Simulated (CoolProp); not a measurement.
Vapour-liquid equilibrium of methane (1) + ethane (2) at -132.75 °C; x and y are mole fractions of (1).

The numbers come from the multi-fluid Helmholtz-energy mixture model, Setzmann 1991 and Bücker 2006; pair parameters Kunz 2012 in CoolProp.

Question: Give the bubble pressure and the first vapour's composition at x = 0.15, 0.35, 0.75. Is there an azeotrope?

Answer: x = 0.15: 0.1257 MPa, y = 0.971; x = 0.35: 0.2649 MPa, y = 0.988; x = 0.75: 0.4962 MPa, y = 0.996. No azeotrope shows between x = 0.05 and 0.95.

The pair parameters rest on a limited set of measurements; away from them the model extrapolates. The gap from Raoult's law changes sign with composition, which may be real or a fault of the pair parameters; it wasn't checked against measurements.
